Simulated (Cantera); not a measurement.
A Cantera script and its output.

```python
import numpy as np
import cantera as ct

gas = ct.Solution("gri30.yaml")
gas.TPX = 1225, 7900, {'N2O': 1, 'H2O': 0.0095}
inlet = ct.Reservoir(gas, clone=True)

reactor = ct.IdealGasConstPressureReactor(gas, energy="off", clone=False)
exhaust = ct.Reservoir(gas, clone=True)
tau = [3, 1.2, 0.48, 0.19, 0.078, 0.032, 0.013, 0.0051, 0.0021, 0.00084, 0.00034][0]
for a, b in ((inlet, reactor), (reactor, exhaust)):
    ct.MassFlowController(a, b, mdot=lambda t: reactor.mass / tau)
net = ct.ReactorNet([reactor])
show = ['N2O', 'O2', 'N2', 'O', 'NO']

rows = []
print(f"{'tau/s':>10s}{'T/K':>9s}" + "".join(f"{s:>11s}" for s in show))
for tau in [3, 1.2, 0.48, 0.19, 0.078, 0.032, 0.013, 0.0051, 0.0021, 0.00084, 0.00034]:
    net.initial_time = 0.0
    net.advance(30 * tau)
    before = gas.X
    net.advance(40 * tau)
    drift = np.max(np.abs(gas.X - before) / (gas.X + 1e-9))
    rows.append([gas.T, *gas[show].X, drift])
    print(f"{tau:10.3e}{gas.T:9.1f}" + "".join(f"{x:11.3e}" for x in gas[show].X))
```

Result:

```
     tau/s      T/K        N2O         O2         N2          O         NO
 3.000e+00   1225.0  7.282e-01  7.851e-02  1.664e-01  2.503e-06  1.793e-02
 1.200e+00   1225.0  8.651e-01  3.743e-02  7.959e-02  2.544e-06  8.495e-03
 4.800e-01   1225.0  9.361e-01  1.620e-02  3.460e-02  2.595e-06  3.629e-03
 1.900e-01   1225.0  9.682e-01  6.616e-03  1.422e-02  2.654e-06  1.465e-03
 7.800e-02   1225.0  9.813e-01  2.744e-03  5.920e-03  2.704e-06  6.118e-04
 3.200e-02   1225.0  9.867e-01  1.127e-03  2.434e-03  2.731e-06  2.609e-04
 1.300e-02   1225.0  9.890e-01  4.560e-04  9.845e-04  2.737e-06  1.115e-04
 5.100e-03   1225.0  9.900e-01  1.769e-04  3.832e-04  2.722e-06  4.522e-05
 2.100e-03   1225.0  9.903e-01  7.136e-05  1.560e-04  2.676e-06  1.852e-05
 8.400e-04   1225.0  9.905e-01  2.723e-05  6.098e-05  2.556e-06  7.089e-06
 3.400e-04   1225.0  9.906e-01  9.914e-06  2.355e-05  2.299e-06  2.582e-06
```

Cantera simulation using GRI-Mech 3.0 (53 species, 325 reactions); the numbers are that mechanism's predictions, not measurements. GRI-Mech 3.0 was tuned for natural gas; its chemistry of N2O as a main component is partial and can be far from experiment. The mechanism lacks the step 2 NO + O2 → 2 NO2, which can matter for NO2 below about 1400 K. The temperature is held fixed by assumption; the heat of reaction is taken as removed at once.
